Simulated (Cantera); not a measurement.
A freely propagating, adiabatic, planar premixed flame of CH4 : C2H6 : O2 : N2 = 1 : 0.097 : 3.16 : 11.9 (molar parts), unburnt at 525 K and 0.230 bar; multicomponent+Soret transport, grid criteria slope 0.08 and curve 0.16, no radiation.

Cantera simulation using GRI-Mech 3.0 (53 species, 325 reactions); the numbers are that mechanism's predictions, not measurements. Burning velocities carry a grid error of a few per cent, more on coarse grids.

x: mole fraction of selected species; z is measured from the peak of heat release.

| z (mm) | T (K) | u (m/s) | x CH4 | x C2H6 | x O2 | x NO | x HO2 | x CH3 |
|---|---|---|---|---|---|---|---|---|
| -4.27 | 525 | 1.05 | 0.0619 | 0.00600 | 0.196 | <1e-8 | 5.74e-8 | <1e-8 |
| -2.85 | 526 | 1.06 | 0.0617 | 0.00600 | 0.195 | <1e-8 | 1.06e-6 | … |
| -2.13 | 530 | 1.07 | 0.0613 | 0.00599 | 0.195 | <1e-8 | 6.37e-6 | … |
| -1.42 | 565 | 1.14 | 0.0589 | 0.00593 | 0.193 | 2.14e-8 | 4.12e-5 | … |
| -0.711 | 852 | 1.74 | 0.0449 | 0.00472 | 0.171 | 2.81e-7 | 7.35e-5 | … |
| -0.356 | 1195 | 2.46 | 0.0269 | 0.00217 | 0.138 | 7.34e-7 | 0.000134 | … |
| 0 | 1533 | 3.18 | 0.00755 | 0.000149 | 0.0976 | 1.59e-6 | 0.000132 | … |
| 0.356 | 1668 | 3.47 | 0.000753 | 6.93e-7 | 0.0738 | 2.65e-6 | 2.24e-5 | … |
| 0.711 | 1703 | 3.53 | 4.39e-5 | <1e-8 | 0.0651 | 3.44e-6 | 5.80e-6 | … |
| 1.42 | 1740 | 3.59 | 1.14e-7 | <1e-8 | 0.0598 | 4.61e-6 | 4.27e-6 | … |
| 2.85 | 1790 | 3.68 | <1e-8 | <1e-8 | 0.0570 | 6.56e-6 | 3.62e-6 | <1e-8 |
| 5.69 | 1853 | 3.79 | <1e-8 | <1e-8 | 0.0553 | 9.78e-6 | 2.87e-6 | <1e-8 |
| 11.4 | 1922 | 3.92 | <1e-8 | <1e-8 | 0.0538 | 1.51e-5 | 2.06e-6 | <1e-8 |

Question: Fill in the missing entries.

Answer: 
- -2.85, x CH3: 1.13e-7
- -2.13, x CH3: 6.94e-7
- -1.42, x CH3: 9.32e-6
- -0.711, x CH3: 0.000314
- -0.356, x CH3: 0.00142
- 0, x CH3: 0.00116
- 0.356, x CH3: 0.000137
- 0.711, x CH3: 8.11e-6
- 1.42, x CH3: 2.29e-8
